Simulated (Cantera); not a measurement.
What does this Cantera script print?

```python
import numpy as np
import cantera as ct

gas = ct.Solution("gri30.yaml")
gas.TPX = 975, 75000, {'CH3OH': 0.013, 'O2': 0.021, 'N2': 1}
reactor = ct.IdealGasConstPressureReactor(gas, energy="off", clone=False)
net = ct.ReactorNet([reactor])
net.rtol, net.atol = 1e-08, 1e-18
show = ['CH3OH', 'O2', 'C2H6', 'HCN', 'C2H2', 'O', 'CH2O']
times = np.geomspace(7e-06, 20, 10)

steps = ct.SolutionArray(gas, extra=["t"])
rows = []
print(f"{'t/s':>10s}{'T/K':>9s}{'P/Pa':>11s}" + "".join(f"{s:>11s}" for s in show))
for t in times:
    while net.time < t:
        t_next = net.step()
        steps.append(gas.state, t=t_next)
    rows.append([np.interp(t, steps.t, y) for y in (steps.T, steps.P, *steps(*show).X.T)])
    print(f"{t:10.3e}{rows[-1][0]:9.1f}{rows[-1][1]:11.4g}" + "".join(f"{x:11.3e}" for x in rows[-1][2:]))
rate = np.gradient(steps.T, steps.t)
print("integrator steps:", len(steps.t))
if steps.T.max() > steps.T[0] + 200:
    print(f"time of steepest temperature rise: {steps.t[rate.argmax()]:.4e} s")
gas.TPX = 975, 75000, {'CH3OH': 0.013, 'O2': 0.021, 'N2': 1}
gas.equilibrate("TP")
print(f"equilibrium (TP): T = {gas.T:.1f} K  " + "  ".join(f"{s} {gas[s].X[0]:.3e}" for s in show))
```

Output:

```
       t/s      T/K       P/Pa      CH3OH         O2       C2H6        HCN       C2H2          O       CH2O
 7.000e-06    975.0    7.5e+04  1.257e-02  2.031e-02  4.243e-23  2.941e-27  4.776e-25  3.098e-14  7.374e-13
 3.651e-05    975.0    7.5e+04  1.257e-02  2.031e-02  5.897e-21  3.380e-26  2.946e-24  4.219e-14  8.689e-12
 1.904e-04    975.0    7.5e+04  1.257e-02  2.031e-02  7.613e-19  2.059e-25  1.582e-23  4.241e-14  5.353e-11
 9.933e-04    975.0    7.5e+04  1.257e-02  2.031e-02  6.766e-17  1.134e-24  8.296e-23  4.307e-14  3.085e-10
 5.181e-03    975.0    7.5e+04  1.257e-02  2.031e-02  1.769e-15  6.249e-24  4.333e-22  4.377e-14  1.827e-09
 2.702e-02    975.0    7.5e+04  1.257e-02  2.031e-02  1.293e-14  3.366e-23  2.266e-21  4.412e-14  1.005e-08
 1.409e-01    975.0    7.5e+04  1.257e-02  2.031e-02  7.038e-14  1.912e-22  1.196e-20  4.663e-14  5.620e-08
 7.352e-01    975.0    7.5e+04  1.257e-02  2.031e-02  3.487e-13  2.015e-21  6.632e-20  8.630e-14  6.301e-07
 3.834e+00    975.0    7.5e+04  2.562e-19  1.596e-03 -3.461e-31  1.436e-13  4.766e-27  1.808e-07  9.313e-14
 2.000e+01    975.0    7.5e+04  4.636e-24  1.451e-03  1.058e-40  1.018e-13  3.583e-31  9.587e-10  8.483e-17
integrator steps: 2824
equilibrium (TP): T = 975.0 K  CH3OH 2.068e-40  O2 1.441e-03  C2H6 1.074e-78  HCN 1.713e-31  C2H2 5.181e-61  O 3.182e-12  CH2O 1.269e-28
```

Model: GRI-Mech 3.0 (53 species, 325 reactions), integrated in Cantera. GRI-Mech 3.0 was tuned for natural gas; its chemistry of methanol as a main component is partial and can be far from experiment. Below about 1000 K GRI-Mech 3.0 lacks low-temperature oxidation paths. The temperature is held fixed by assumption; the heat of reaction is taken as removed at once.
